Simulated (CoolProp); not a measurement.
A single-stage vapour-compression cycle with hydrogen sulfide: evaporating at 199.15 K (dew point), condensing at 246.15 K (bubble point), superheat 2 K, subcooling 0 K, compressor efficiency 0.7, no pressure losses. Each further row changes one setting.

Values from CoolProp's reference Helmholtz-energy equation of state, Lemmon 2006. It is a short technical equation, of lower accuracy than the large ones.

| case | cooling COP | pressure ratio | discharge temperature (K) | refrigerating effect (kJ/kg) | volumetric capacity (kJ/m³) |
|---|---|---|---|---|---|
| as stated | 2.35 | 8.89 | 401.9 | 470 | 465 |
| evaporating temperature 204.15 K | 2.78 | 6.68 | 378.5 | 474 | 611 |
| condensing temperature 241.15 K | 2.69 | 7.37 | 380.8 | 480 | 475 |
| subcooling 5 K | 2.40 | 8.89 | 401.9 | 480 | 475 |
| superheat 12 K | 2.28 | 8.89 | 421.0 | 480 | 451 |
| compressor efficiency 0.6 | 2.01 | 8.89 | 433.1 | 470 | 465 |
